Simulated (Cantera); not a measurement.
Cantera with NASA thermochemical tables; ideal gases at 1 bar, condensed phases pure. Values are per mole of reaction as written; species without (g) are pure solids or liquids, kept so even where they would boil at 1 bar.

2 NO(g) + Pb(g) = N2O(g) + PbO

```json
[
 {"T (K)": "300", "ΔH° (kJ)": "___", "ΔS° (J/K)": "___", "ΔG° (kJ)": "___", "log10 K": "___", "condensed phases": "PbO(red)"},
 {"T (K)": "425", "ΔH° (kJ)": "-514.4", "ΔS° (J/K)": "-307.3", "ΔG° (kJ)": "-383.8", "log10 K": "47.16", "condensed phases": "PbO(red)"},
 {"T (K)": "500", "ΔH° (kJ)": "___", "ΔS° (J/K)": "___", "ΔG° (kJ)": "___", "log10 K": "___", "condensed phases": "PbO(red)"},
 {"T (K)": "575", "ΔH° (kJ)": "-511.8", "ΔS° (J/K)": "-302.1", "ΔG° (kJ)": "-338.0", "log10 K": "30.71", "condensed phases": "PbO(red)"},
 {"T (K)": "650", "ΔH° (kJ)": "-510.2", "ΔS° (J/K)": "-299.6", "ΔG° (kJ)": "-315.5", "log10 K": "25.35", "condensed phases": "PbO(red)"},
 {"T (K)": "725", "ΔH° (kJ)": "___", "ΔS° (J/K)": "___", "ΔG° (kJ)": "___", "log10 K": "___", "condensed phases": "PbO(red)"},
 {"T (K)": "800", "ΔH° (kJ)": "___", "ΔS° (J/K)": "___", "ΔG° (kJ)": "___", "log10 K": "___", "condensed phases": "PbO(yellow)"},
 {"T (K)": "875", "ΔH° (kJ)": "-505.1", "ΔS° (J/K)": "-292.8", "ΔG° (kJ)": "-248.9", "log10 K": "14.86", "condensed phases": "PbO(yellow)"},
 {"T (K)": "950", "ΔH° (kJ)": "-503.4", "ΔS° (J/K)": "-290.9", "ΔG° (kJ)": "-227.0", "log10 K": "12.48", "condensed phases": "PbO(yellow)"},
 {"T (K)": "1025", "ΔH° (kJ)": "-501.6", "ΔS° (J/K)": "-289.1", "ΔG° (kJ)": "-205.2", "log10 K": "10.46", "condensed phases": "PbO(yellow)"},
 {"T (K)": "1100", "ΔH° (kJ)": "-499.7", "ΔS° (J/K)": "-287.3", "ΔG° (kJ)": "-183.6", "log10 K": "8.72", "condensed phases": "PbO(yellow)"}
]
```

Some entries are withheld; supply them.


- 300, ΔH° (kJ): -515.5
- 300, ΔS° (J/K): -310.5
- 300, ΔG° (kJ): -422.4
- 300, log10 K: 73.54
- 500, ΔH° (kJ): -513.2
- 500, ΔS° (J/K): -304.7
- 500, ΔG° (kJ): -360.8
- 500, log10 K: 37.69
- 725, ΔH° (kJ): -508.5
- 725, ΔS° (J/K): -297.1
- 725, ΔG° (kJ): -293.1
- 725, log10 K: 21.12
- 800, ΔH° (kJ): -506.7
- 800, ΔS° (J/K): -294.7
- 800, ΔG° (kJ): -270.9
- 800, log10 K: 17.69
